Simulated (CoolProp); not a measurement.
Methanol at 571.12 K and 0.186 MPa is throttled through a valve to 0.0802 MPa with no heat exchange. Each further row changes one setting.

Model: reference Helmholtz-energy equation of state, de Reuck 1993, in CoolProp.

| case | temperature change (K) | final density (kg/m³) |
|---|---|---|
| as stated | -0.6 | 0.543 |
| outlet pressure 0.0241 MPa | -1.0 | 0.163 |
| outlet pressure 0.104 MPa | -0.5 | 0.704 |
